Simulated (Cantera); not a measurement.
Input (Python, Cantera):

```python
import numpy as np
import cantera as ct

gas = ct.Solution("h2o2.yaml")
gas.TPX = 1125, 140, {'H2': 0.08, 'O2': 1}
reactor = ct.IdealGasConstPressureReactor(gas, energy="off", clone=False)
net = ct.ReactorNet([reactor])
net.rtol, net.atol = 1e-08, 1e-18
show = ['H2', 'O2', 'HO2', 'H2O', 'H', 'H2O2']
times = np.geomspace(0.0002, 70, 11)

steps = ct.SolutionArray(gas, extra=["t"])
rows = []
print(f"{'t/s':>10s}{'T/K':>9s}{'P/Pa':>11s}" + "".join(f"{s:>11s}" for s in show))
for t in times:
    while net.time < t:
        t_next = net.step()
        steps.append(gas.state, t=t_next)
    rows.append([np.interp(t, steps.t, y) for y in (steps.T, steps.P, *steps(*show).X.T)])
    print(f"{t:10.3e}{rows[-1][0]:9.1f}{rows[-1][1]:11.4g}" + "".join(f"{x:11.3e}" for x in rows[-1][2:]))
rate = np.gradient(steps.T, steps.t)
print("integrator steps:", len(steps.t))
if steps.T.max() > steps.T[0] + 200:
    print(f"time of steepest temperature rise: {steps.t[rate.argmax()]:.4e} s")
gas.TPX = 1125, 140, {'H2': 0.08, 'O2': 1}
gas.equilibrate("TP")
print(f"equilibrium (TP): T = {gas.T:.1f} K  " + "  ".join(f"{s} {gas[s].X[0]:.3e}" for s in show))
```

Output:

```
       t/s      T/K       P/Pa         H2         O2        HO2        H2O          H       H2O2
 2.000e-04   1125.0        140  7.407e-02  9.259e-01  2.909e-10  5.653e-12  2.549e-10  9.154e-15
 7.169e-04   1125.0        140  7.407e-02  9.259e-01  1.043e-09  1.925e-10  8.000e-10  1.174e-13
 2.569e-03   1125.0        140  7.407e-02  9.259e-01  3.739e-09  5.987e-09  4.444e-09  1.506e-12
 9.210e-03   1125.0        140  7.407e-02  9.259e-01  1.391e-08  1.219e-06  5.134e-07  1.946e-11
 3.301e-02   1125.0        140  5.564e-03  8.791e-01  6.497e-07  5.518e-02  2.131e-02  2.635e-08
 1.183e-01   1125.0        140  1.566e-03  8.744e-01  6.033e-07  6.253e-02  1.675e-02  1.192e-08
 4.241e-01   1125.0        140  1.364e-03  8.822e-01  5.988e-07  6.511e-02  1.315e-02  1.269e-08
 1.520e+00   1125.0        140  8.235e-04  9.003e-01  5.565e-07  7.076e-02  5.735e-03  1.449e-08
 5.449e+00   1125.0        140  1.935e-04  9.179e-01  3.584e-07  7.555e-02  6.180e-04  1.458e-08
 1.953e+01   1125.0        140  1.913e-05  9.225e-01  1.042e-07  7.667e-02  1.904e-05  8.185e-09
 7.000e+01   1125.0        140  1.908e-06  9.230e-01  1.804e-08  7.685e-02  6.014e-07  2.765e-09
integrator steps: 1526
equilibrium (TP): T = 1125.0 K  H2 5.192e-09  O2 9.231e-01  HO2 2.837e-09  H2O 7.692e-02  H 8.613e-11  H2O2 3.239e-11
```

Model: the H2/O2 subset of GRI-Mech 3.0, which has no nitrogen chemistry, integrated in Cantera. Radical loss at walls, strong at low pressure, is not modelled. The temperature is held fixed by assumption; the heat of reaction is taken as removed at once.
